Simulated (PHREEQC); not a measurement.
Dissolve 0.003 mol/kgw H2SO4 and 0.011 mol/kgw MnSO4 at 25 °C. Closed to the air; pH follows from the charge balance.

Computed with PHREEQC (ion-association model, wateq4f.dat).

Task: The ionic strength comes out as 0.0364 mol/kgw. What activity coefficients do Mn+2, SO4-2, H+, HSO4- get?

Result: Mn+2 0.52, SO4-2 0.50, H+ 0.87, HSO4- 0.84.

This is a speciation only: nothing precipitates in the calculation. Complexes and solids missing from the database can't appear.
